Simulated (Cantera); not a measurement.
# NO annealing gas

An isothermal, constant-pressure homogeneous reactor starts with NO : N2 : H2O = 1 : 9.2 : 0.88 (molar parts), at 1523 K and 1.40 bar.

Detailed kinetics in Cantera: GRI-Mech 3.0 (53 species, 325 reactions).

```json
[
 {"t (s)": "7.00e-5", "x NO": "0.0903", "x N2": "0.830", "x NO2": "3.23e-9", "x N2O": "9.80e-9", "x O": "9.35e-10"},
 {"t (s)": "0.000386", "x NO": "0.0903", "x N2": "0.830", "x NO2": "2.32e-8", "x N2O": "5.35e-8", "x O": "9.95e-10"},
 {"t (s)": "0.00213", "x NO": "0.0903", "x N2": "0.830", "x NO2": "2.57e-7", "x N2O": "2.79e-7", "x O": "1.88e-9"},
 {"t (s)": "0.0117", "x NO": "0.0902", "x N2": "0.830", "x NO2": "5.14e-6", "x N2O": "1.15e-6", "x O": "2.24e-8"},
 {"t (s)": "0.0648", "x NO": "0.0902", "x N2": "0.830", "x NO2": "1.34e-5", "x N2O": "2.18e-6", "x O": "5.68e-8"},
 {"t (s)": "0.357", "x NO": "0.0901", "x N2": "0.830", "x NO2": "1.57e-5", "x N2O": "2.18e-6", "x O": "6.64e-8"},
 {"t (s)": "1.97", "x NO": "0.0896", "x N2": "0.831", "x NO2": "2.41e-5", "x N2O": "2.11e-6", "x O": "1.01e-7"},
 {"t (s)": "10.9", "x NO": "0.0871", "x N2": "0.832", "x NO2": "4.62e-5", "x N2O": "1.97e-6", "x O": "1.96e-7"},
 {"t (s)": "60.0", "x NO": "0.0756", "x N2": "0.838", "x NO2": "8.39e-5", "x N2O": "1.48e-6", "x O": "4.07e-7"}
]
```
x: mole fraction; the columns are a selection and need not sum to one.

Equilibrium at this temperature and pressure: NO 0.000668, N2 0.875, NO2 1.82e-6, N2O 5.08e-8, O 9.93e-7 (gas phase only).
